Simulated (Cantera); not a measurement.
What does this Cantera script print?

```python
import numpy as np
import cantera as ct

gas = ct.Solution("gri30.yaml")


def delay(T, t_max=10):
    gas.TPX = T, 870000, {'CH4': 1, 'H2': 0.93, 'O2': 4.32, 'N2': 18.2, 'CO2': 1.2}
    reactor = ct.IdealGasReactor(gas, clone=False)
    net = ct.ReactorNet([reactor])
    net.rtol, net.atol = 1e-8, 1e-16
    while net.time < t_max:
        t_old, T_old = net.time, reactor.T
        net.step()
        if reactor.T > T + 400:  # ignition: a rise of 400 K
            return t_old + (T + 400 - T_old) / (reactor.T - T_old) * (net.time - t_old)
    return np.nan


taus = []
for T in [898, 948, 998, 1048, 1098, 1148, 1198, 1248]:
    taus.append(delay(T))
    print(f"T0 = {T:6g} K   tau = {taus[-1]:.4e} s")
```

It prints:

```
T0 =    898 K   tau = 2.6336e-01 s
T0 =    948 K   tau = 6.6878e-02 s
T0 =    998 K   tau = 1.8839e-02 s
T0 =   1048 K   tau = 5.6935e-03 s
T0 =   1098 K   tau = 1.8298e-03 s
T0 =   1148 K   tau = 6.5870e-04 s
T0 =   1198 K   tau = 2.8715e-04 s
T0 =   1248 K   tau = 1.5219e-04 s
```

Cantera simulation using GRI-Mech 3.0 (53 species, 325 reactions); the numbers are that mechanism's predictions, not measurements. Below about 1000 K GRI-Mech 3.0 lacks low-temperature oxidation paths. Below about 950 K walls govern HO2 and H2O2 in real vessels.
